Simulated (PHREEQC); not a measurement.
1 kg of water holding 0.097 mol/kgw KCl, 0.089 mol/kgw NaCl, 0.0063 mol/kgw MgCl2 and 0.014 mol/kgw CaCl2 is evaporated at 25 °C; the solids stay in contact with the brine. CO2 from the air is kept out. The run lets Bischofite, Brucite, Carnallite, Halite, Portlandite, Sylvite, MgCl2_4H2O precipitate or redissolve, and no other solid.

The series has 28 steps of water left (kg), from 1 to 0.005012.

The numbers come from PHREEQC with the Pitzer model, pitzer.dat.

Q: Which solids form, in which order, and at which step of the series does each first stand?

A: Sylvite from water left = 0.0293 kg; Halite from water left = 0.01979 kg.
